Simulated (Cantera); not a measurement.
An adiabatic, constant-volume homogeneous reactor starts with 7.39 % CH₄, 1.48 % CO, 19.1 % O₂, 72.0 % N₂, at 1525 K and 0.474 atm.

Computed with Cantera and GRI-Mech 3.0 (53 species, 325 reactions).

Predict: time of steepest temperature rise; temperature at 0.100 s; equilibrium temperature; x(CO) at 0.100 s; x(O₂) at 0.100 s; x(NO) at 0.100 s.


| Item | Value |
|---|---|
| time of steepest temperature rise | 1.48 ms |
| temperature at 0.100 s | 2774 K |
| equilibrium temperature | 2774 K |
| x(CO) at 0.100 s | 0.0353 (gas-phase equilibrium 0.0353) |
| x(O₂) at 0.100 s | 0.0421 (gas-phase equilibrium 0.0421) |
| x(NO) at 0.100 s | 0.0149 (gas-phase equilibrium 0.0149) |
